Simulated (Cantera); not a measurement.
Input: 1 mol C2H2, 0.04 mol H2O, 52 mol H2, at 1.00 bar.

These are equilibrium values from Cantera (NASA tables, ideal gas, pure condensed phases), not measurements of a reactor. Candidate condensed phases: C, C6H6, C7H8, C8H18, H2O; 110 gas species. Rates play no part.

Task: At 1373 K, list the 3 most abundant gas species with their mole fractions, and the condensed phases.

Result: H2 0.994, CH4 0.00498, CO 0.000754. Condensed: C(graphite).
